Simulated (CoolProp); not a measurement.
R134a at 293.15 K and 0.188 MPa is compressed adiabatically to 1.07 MPa with isentropic efficiency 0.7. Each further row changes one setting.

Computed with CoolProp (reference Helmholtz-energy equation of state, Tillner-Roth 1994).

| case | work (kJ/kg) | final temperature (K) | final density (kg/m³) |
|---|---|---|---|
| as stated | 60.1 | ___ | ___ |
| efficiency 1 | ___ | 352.4 | 42.7 |
| efficiency 0.65 | 64.7 | 374.0 | ___ |

Question: Some entries are withheld; supply them.

Answer: 
- as stated, final temperature (K): 369.6
- as stated, final density (kg/m³): 39.7
- efficiency 1, work (kJ/kg): 42.1
- efficiency 0.65, final density (kg/m³): 39.0
